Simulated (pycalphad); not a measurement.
## Freezing of Si-V alloys with rising V

CALPHAD calculation (pycalphad, COST 507 light-alloy database (1999)), 1 atm. These are 1990s assessments: newer ones move some temperatures and phases. Amounts are mole fractions of atoms.

Scheil-Gulliver runs (no diffusion in the solid, steps of 4 K) beside full equilibrium.

```json
[
 {"alloy": "Si-4.25V (at.%)", "liquidus (K)": "1715", "Scheil, half solid (K)": "at the invariant end", "Scheil, 80 % solid (K)": "at the invariant end", "Scheil, invariant end (K)": "1675", "liquid left at that end": "0.96", "equilibrium solidus (K)": "1675"},
 {"alloy": "Si-5.66V (at.%)", "liquidus (K)": "1746", "Scheil, half solid (K)": "at the invariant end", "Scheil, 80 % solid (K)": "at the invariant end", "Scheil, invariant end (K)": "1675", "liquid left at that end": "0.91", "equilibrium solidus (K)": "1675"},
 {"alloy": "Si-11.32V (at.%)", "liquidus (K)": "1814", "Scheil, half solid (K)": "at the invariant end", "Scheil, 80 % solid (K)": "at the invariant end", "Scheil, invariant end (K)": "1675", "liquid left at that end": "0.73", "equilibrium solidus (K)": "1675"}
]
```
